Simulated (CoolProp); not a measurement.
20 sccm (0 °C, 1 atm) of nitrogen bubbles through liquid m-xylene at 300 K and leaves saturated at a total pressure of 0.015 MPa (ideal gas phase). Each further row changes one setting.

Computed with CoolProp (reference Helmholtz-energy equation of state, Zhou 2012).

```tsv
case	vapour pressure (kPa)	mole fraction of vapour	delivery (mg/min)	delivery (sccm)	change of delivery for a bath 1 K warmer (%)
as stated	1.24	0.0828	___	1.81	___
bath temperature 305 K	___	___	___	2.46	___
total pressure 0.03 MPa	1.24	0.0414	4.09	___	6.1
```

Q: Some entries are withheld; supply them.

A: 
- as stated, delivery (mg/min): 8.56
- as stated, change of delivery for a bath 1 K warmer (%): 6.4
- bath temperature 305 K, vapour pressure (kPa): 1.64
- bath temperature 305 K, mole fraction of vapour: 0.110
- bath temperature 305 K, delivery (mg/min): 11.7
- bath temperature 305 K, change of delivery for a bath 1 K warmer (%): 6.3
- total pressure 0.03 MPa, delivery (sccm): 0.864
